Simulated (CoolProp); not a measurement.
Saturated liquid density (kg/m³) of dodecamethylpentasiloxane (MD3M): the reference equation beside estimates from Tc = 628.0 K, pc = 954.0 kPa, ω = 0.730.

The numbers come from the reference Helmholtz-energy equation of state, Thol 2019 in CoolProp.

```
T (K)  reference  van der Waals  Redlich-Kwong
-----  ---------  -------------  -------------
485.8      675.4          373.5              ?
498.7      659.5          364.9              ?
511.6      642.9          355.8          500.3
524.6      625.2              ?              ?
537.5      606.6          335.8          464.2
550.4      586.6              ?          444.2
563.3          ?          312.6              ?
576.2      540.3          299.2          398.8
589.1      512.1          284.1          372.0
```

Q: Complete the blanks.

A: 
- 485.8, Redlich-Kwong: 532.2
- 498.7, Redlich-Kwong: 516.6
- 524.6, van der Waals: 346.1
- 524.6, Redlich-Kwong: 482.7
- 550.4, van der Waals: 324.7
- 563.3, reference: 564.7
- 563.3, Redlich-Kwong: 422.6

Absolute difference from the reference over all 9 rows, mean and median: van der Waals 44.6 and 44.6 %, Redlich-Kwong 23.8 and 23.5 %.
